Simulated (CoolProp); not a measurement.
Model: reference Helmholtz-energy equation of state, Gao 2022, in CoolProp.

**Question.** For n-perfluorobutane, give the phase and the cp (kJ/(kg K)), Joule-Thomson coefficient (K/MPa) at 450 K and 290 kPa; 450 K and 581 kPa.

**Answer.** 
- 450 K and 290 kPa: gas; cp 0.987, Joule-Thomson coefficient 5.09
- 450 K and 581 kPa: gas; cp 0.995, Joule-Thomson coefficient 5.28
